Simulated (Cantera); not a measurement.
## Ignition delay

Mixture: 4.33 % CH₄, 1.21 % C₂H₆, 2.82 % C₃H₈, 19.3 % O₂, 72.4 % N₂, at 1.97 atm, adiabatic and at constant pressure. Ignition delay is the time to a rise of 400 K.

Computed with Cantera and GRI-Mech 3.0 (53 species, 325 reactions). GRI-Mech 3.0 was tuned for natural gas; its chemistry of propane as a main component is partial and can be far from experiment.

| T0 (K) | delay (ms) |
|---|---|
| 1100 | 10.9 |
| 1175 | 3.39 |
| 1250 | 1.09 |
| 1325 | 0.389 |
| 1400 | 0.158 |
| 1475 | 0.0736 |
| 1550 | 0.0388 |
| 1625 | 0.0228 |
| 1700 | 0.0147 |

```json
{
  "apparent activation energy between 1550 and 1700 K": "140 kJ/mol"
}
```
